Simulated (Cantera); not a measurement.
# Hydrocarbon pyrolysis for carbon deposition

An isothermal, constant-pressure homogeneous reactor starts with 0.524 % C₂H₆, 99.5 % N₂, at 1500 K and 75.0 Torr.

Cantera simulation using GRI-Mech 3.0 (53 species, 325 reactions); the numbers are that mechanism's predictions, not measurements. GRI-Mech 3.0 stops at C3 and has no aromatics, soot or wall deposition, so with more carbon than oxygen in the feed, carbon stays in small species such as C2H2 where larger ones or solid carbon would form.

```csv
t (s),x C₂H₆,x H₂,x CH₃,x C₂H,x H,x C₂H₂,x CH₂
7.00e-5,0.00517,8.12e-7,0.000130,<1e-12,8.76e-7,1.26e-10,1.07e-8
0.000229,0.00498,3.49e-5,0.000392,<1e-12,1.19e-5,5.02e-8,3.08e-7
0.000749,0.00385,0.000805,0.000860,2.87e-9,6.37e-5,2.29e-5,2.07e-6
0.00245,0.00103,0.00392,0.000628,3.39e-8,0.000100,0.000708,2.54e-6
0.00801,3.15e-5,0.00709,0.000138,4.57e-8,5.91e-5,0.00291,5.94e-7
0.0262,2.88e-6,0.00843,4.20e-5,1.95e-8,2.10e-5,0.00415,7.52e-8
0.0857,5.95e-7,0.00895,1.73e-5,8.87e-9,9.12e-6,0.00462,1.38e-8
0.280,1.96e-7,0.00910,9.49e-6,5.07e-9,5.16e-6,0.00475,4.32e-9
0.917,1.45e-7,0.00916,8.13e-6,4.56e-9,4.65e-6,0.00478,3.33e-9
3.00,1.12e-7,0.00931,7.16e-6,4.65e-9,4.76e-6,0.00483,2.96e-9
```
x: mole fraction; the columns are a selection and need not sum to one.

Equilibrium at this temperature and pressure: C₂H₆ 1.00e-12, H₂ 0.0104, CH₃ 1.95e-8, C₂H 3.98e-10, H 5.70e-6, C₂H₂ 0.000384, CH₂ 8.89e-12 (gas phase only).
